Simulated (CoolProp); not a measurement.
Values from CoolProp's reference Helmholtz-energy equation of state, Aleksandrov 2011. It is a short technical equation, of lower accuracy than the large ones.

Question: Give the vapour pressure (MPa), liquid density (kg/m³), enthalpy of vaporisation (kJ/kg), liquid cp (kJ/(kg K)) of saturated n-undecane at 485.1, 544.7 K.

Answer: 
```
T (K)  p (MPa)  liquid density (kg/m³)  enthalpy of vaporisation (kJ/kg)  liquid cp (kJ/(kg K))
-----  -------  ----------------------  --------------------------------  ---------------------
485.1    0.148                     584                               255                   2.95
544.7    0.481                     521                               209                   3.24
```
